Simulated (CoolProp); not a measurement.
Properties of n-perfluorohexane along the isobar 19.8 bar.

The numbers come from the reference Helmholtz-energy equation of state, Gao 2022 in CoolProp.

| T (K) | phase | isothermal compressibility (1/MPa) | fugacity coefficient |
|---|---|---|---|
| 365.7 | liquid | 0.006996 | 0.1480 |
| 377.8 | liquid | 0.008978 | 0.1941 |
| 389.8 | liquid | 0.01194 | 0.2474 |
| 401.8 | liquid | 0.01670 | 0.3079 |
| 413.9 | liquid | 0.02526 | 0.3755 |
| 425.9 | liquid | 0.04299 | 0.4476 |
| 438 | liquid | 0.09451 | 0.5236 |
| 450 | supercritical | 0.5331 | 0.5985 |
